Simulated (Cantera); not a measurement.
An isothermal, constant-pressure homogeneous reactor starts with 80.0 % NH3, 20.0 % H2, at 2300 K and 10.00 Torr.

Detailed kinetics in Cantera: the gas-phase N/H chemistry of the illustrative SiF4/NH3 mechanism in the Surface Chemkin manual (1991). Walls and surfaces, which speed up NH3 decomposition in real reactors, are not modelled.

x: mole fraction; the columns are a selection and need not sum to one.

```tsv
t (s)	x NH3	x H2	x N2H4	x N2	x H	x NH2
0.000100	0.799	0.200	9.14e-11	2.32e-8	3.17e-5	…
0.000285	0.799	0.200	7.42e-10	2.12e-6	8.28e-5	…
0.000809	0.796	0.201	5.25e-9	0.000130	0.000217	…
0.00230	0.783	0.209	1.49e-8	0.00273	0.000386	0.00443
0.00655	0.744	0.237	1.44e-8	0.0136	0.000452	0.00437
0.0186	0.646	0.308	1.14e-8	0.0411	0.000597	…
0.0530	0.447	0.452	6.51e-9	0.0967	0.000949	…
0.151	0.186	0.641	1.88e-9	0.170	0.00172	…
0.429	0.0248	0.756	1.18e-10	0.215	0.00381	…
1.22	2.56e-5	0.754	<1e-12	0.219	0.0266	…
3.47	1.60e-7	0.719	<1e-12	0.215	0.0659	…
9.88	5.18e-8	0.714	<1e-12	0.214	0.0713	1.64e-8
28.1	4.87e-8	0.714	<1e-12	0.214	0.0713	1.54e-8
80.0	4.87e-8	0.714	<1e-12	0.214	0.0713	1.54e-8
```

Q: Fill in the missing entries.

A: 
- 0.000100, x NH2: 0.000352
- 0.000285, x NH2: 0.000995
- 0.000809, x NH2: 0.00264
- 0.0186, x NH2: 0.00388
- 0.0530, x NH2: 0.00294
- 0.151, x NH2: 0.00158
- 0.429, x NH2: 0.000396
- 1.22, x NH2: 2.86e-6
- 3.47, x NH2: 4.63e-8
